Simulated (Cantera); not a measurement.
Carbon deposition, reforming and gasification: toluene + H2O + N2

Charge: 1 mol toluene, 0.11 mol H2O, 16 mol N2, held at 4.50 bar.

Equilibrium computed with Cantera from the NASA thermochemical tables; the gas is ideal and each condensed phase is pure. Candidate condensed phases: C, C6H6, C7H8, C8H18, H2O; 136 gas species. Kinetics and transport are ignored.

From 252 °C to 602 °C the condensed part is C(graphite). The main C-bearing gas is CH4 throughout. The share of C in condensed phases is highest at 602 °C (89.6 %) and lowest at 252 °C (72.1 %).

```
T (°C)   x N2     x H2   x CH4    x H2O      x CO     x NH3     x CO2   x C2H6  n C(graphite)
------  -----  -------  ------  -------  --------  --------  --------  -------  -------------
252     0.881  0.00491   0.108  0.00600   2.84e-7  0.000260   3.02e-5  1.93e-7           5.05
302     0.879   0.0109   0.104  0.00596   1.84e-6  0.000313   3.99e-5  3.19e-7           5.10
352     0.874   0.0213  0.0984  0.00590   8.91e-6  0.000359   5.12e-5  4.67e-7           5.20
402     0.867   0.0370  0.0897  0.00580   3.45e-5  0.000390   6.48e-5  6.05e-7           5.34
452     0.858   0.0581  0.0780  0.00562  0.000112  0.000400   8.15e-5  6.92e-7           5.54
502     0.846   0.0834  0.0641  0.00531  0.000313  0.000387  0.000101  6.96e-7           5.78
552     0.834    0.110  0.0494  0.00475  0.000758  0.000352  0.000117  6.15e-7           6.04
602     0.823    0.135  0.0359  0.00387   0.00156  0.000303  0.000118  4.83e-7           6.27
```
x: gas mole fraction; n: condensed amount in mol.
